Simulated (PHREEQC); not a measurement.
PHREEQC input (Pitzer model, pitzer.dat):

```
SOLUTION 1
  temp 75
  units mol/kgw
  pH 7 charge
  Cl 0.3298
  Mg 0.15
  K 0.0036
  Ca 0.0036
  Na 0.019
END
USE solution 1
INCREMENTAL_REACTIONS false
REACTION 1
  H2O -1
  0 9.886 18.011 24.689 30.178 34.689 38.397 41.444
  43.949 46.007 47.699 49.089 50.232 51.172 51.944 52.578
  53.1 53.528 53.88 moles
EQUILIBRIUM_PHASES 1
  Bischofite 0 0
  Brucite 0 0
  Carnallite 0 0
  Halite 0 0
  Portlandite 0 0
  Sylvite 0 0
  MgCl2_4H2O 0 0
SELECTED_OUTPUT 1
  -reset false
  -pH true
  -pe true
  -ionic_strength true
  -water true
  -activities H2O
  -totals Ca Cl K Mg Na
  -molalities H+ Na+ K+ Mg+2 Ca+2 Cl- OH- MgOH+
  -equilibrium_phases Bischofite Brucite Carnallite Halite Portlandite Sylvite MgCl2_4H2O
PRINT
  -reset false
END
```

Selected output (columns that matter, 10 of 19 rows; water left (kg) added in front):

```
water left (kg)	pH	mu	Ca	Cl	K	Mg	Na	m_H+	m_Na+	m_K+	m_Mg+2	m_Ca+2	la_H2O	Halite
1	5.8247	0.4834	0.0036	0.3298	0.0036	0.15	0.019	2.046e-06	0.019	0.0036	0.15	0.0036	-0.0033732	0
0.675514	5.7599	0.7156	0.0053293	0.48822	0.0053293	0.22205	0.028127	2.3306e-06	0.028127	0.0053293	0.22205	0.0053293	-0.0050413	0
0.456313	5.6796	1.0594	0.0078893	0.72275	0.0078893	0.32872	0.041638	2.672e-06	0.041638	0.0078893	0.32872	0.0078893	-0.0076127	0
0.30824	5.5734	1.5683	0.011679	1.0699	0.011679	0.48663	0.06164	3.1039e-06	0.06164	0.011679	0.48663	0.011679	-0.011687	0
0.208215	5.4239	2.3216	0.01729	1.5839	0.01729	0.72041	0.091252	3.6919e-06	0.091252	0.01729	0.72041	0.01729	-0.018429	0
0.140655	5.2032	3.4368	0.025595	2.3447	0.025595	1.0664	0.13508	4.5637e-06	0.13508	0.025595	1.0664	0.025595	-0.030251	0
0.0950203	4.869	5.0873	0.037887	3.4708	0.037887	1.5786	0.19996	5.9636e-06	0.19996	0.037887	1.5786	0.037887	-0.052331	0
0.0641769	4.3601	7.5323	0.056095	5.1389	0.056095	2.3373	0.29606	8.3262e-06	0.29606	0.056095	2.3373	0.056095	-0.095934	0
0.0433504	3.5911	11.151	0.083044	7.6078	0.083044	3.4602	0.43829	1.2208e-05	0.43829	0.083044	3.4602	0.083044	-0.18537	0
0.0292979	2.5293	16.147	0.12288	10.904	0.12288	5.1198	0.29622	1.6775e-05	0.29622	0.12288	5.1198	0.12288	-0.35586	0.010321
```

At this temperature some constants are extrapolated from 25 °C, and those without enthalpy data are left unchanged.
